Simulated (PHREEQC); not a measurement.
PHREEQC input (Pitzer model, pitzer.dat):

```
SOLUTION 1
  temp 75
  units mol/kgw
  pH 7 charge
  C(4) 0.16
  K 0.5092
  S(6) 0.0046
  Cl 0.18
END
USE solution 1
INCREMENTAL_REACTIONS false
REACTION 1
  H2O -1
  0 9.886 18.011 24.689 30.178 34.689 38.397 41.444
  43.949 46.007 47.699 49.089 50.232 51.172 51.944 52.578
  53.1 53.528 53.88 moles
EQUILIBRIUM_PHASES 1
  Arcanite 0 0
  Kalicinite 0 0
  Misenite 0 0
  Sylvite 0 0
SELECTED_OUTPUT 1
  -reset false
  -pH true
  -pe true
  -ionic_strength true
  -water true
  -activities H2O
  -totals C Cl K S
  -molalities H+ K+ Cl- CO3-2 SO4-2 OH- HCO3- CO2 HSO4-
  -equilibrium_phases Arcanite Kalicinite Misenite Sylvite
PRINT
  -reset false
END
```

Selected output (columns that matter, 16 of 19 rows; water left (kg) added in front):

```
water left (kg)	pH	mu	C	Cl	K	S	m_H+	m_K+	m_Cl-	m_CO3-2	m_SO4-2	la_H2O	Arcanite	Sylvite
1	10.613	0.66162	0.16	0.18	0.5092	0.0046	5.0013e-11	0.5092	0.18	0.14782	0.0046	-0.0057214	0	0
0.821919	10.646	0.8067	0.19467	0.219	0.61953	0.0055967	4.8778e-11	0.61953	0.219	0.18158	0.0055967	-0.0069436	0	0
0.675562	10.681	0.98336	0.23684	0.26644	0.75374	0.0068091	4.746e-11	0.75374	0.26644	0.22281	0.0068091	-0.008443	0	0
0.456401	10.758	1.4603	0.35057	0.39439	1.1157	0.010079	4.4232e-11	1.1157	0.39439	0.33456	0.010079	-0.012584	0	0
0.375147	10.802	1.7791	0.4265	0.47981	1.3573	0.012262	4.2116e-11	1.3573	0.47981	0.40945	0.012262	-0.015449	0	0
0.308358	10.852	2.167	0.51888	0.58374	1.6513	0.014918	3.9516e-11	1.6513	0.58374	0.50077	0.014918	-0.019067	0	0
0.253477	10.909	2.639	0.63122	0.71012	2.0089	0.018148	3.6337e-11	2.0089	0.71012	0.61203	0.018148	-0.023685	0	0
0.208358	10.975	3.2135	0.76791	0.8639	2.4439	0.022077	3.2521e-11	2.4439	0.8639	0.74758	0.022077	-0.029659	0	0
0.140816	11.146	4.7622	1.1362	1.2783	3.6161	0.032667	2.3182e-11	3.6161	1.2783	1.1134	0.032667	-0.047886	0	0
0.115781	11.257	5.7954	1.3819	1.5547	4.3979	0.03973	1.805e-11	4.3979	1.5547	1.3577	0.03973	-0.061868	0	0
0.0951954	11.389	7.0522	1.6808	1.8908	5.349	0.048322	1.3061e-11	5.349	1.8908	1.6549	0.048322	-0.080886	0	0
0.0782656	11.547	8.5508	2.0443	2.2999	6.4856	0.04857	8.7789e-12	6.4856	2.2999	2.0166	0.04857	-0.10665	0.00079868	0
0.0643617	11.733	10.3	2.4859	2.7967	7.8191	0.025268	5.5995e-12	7.8191	2.7967	2.4561	0.025268	-0.14129	0.0029737	0
0.0435427	12.106	13.112	3.6746	2.0954	9.4626	0.0090483	3.5243e-12	9.4626	2.0954	3.64	0.0090483	-0.19577	0.004206	0.08876
0.0358355	12.322	14.853	4.4648	1.4804	10.42	0.0048579	2.6961e-12	10.42	1.4804	4.4285	0.0048579	-0.2341	0.0044259	0.12695
0.0294974	12.571	17.167	5.4242	0.9252	11.778	0.0021795	1.7545e-12	11.778	0.9252	5.3867	0.0021795	-0.29346	0.0045357	0.15271
```

Constants without temperature data keep their 25 °C values here.
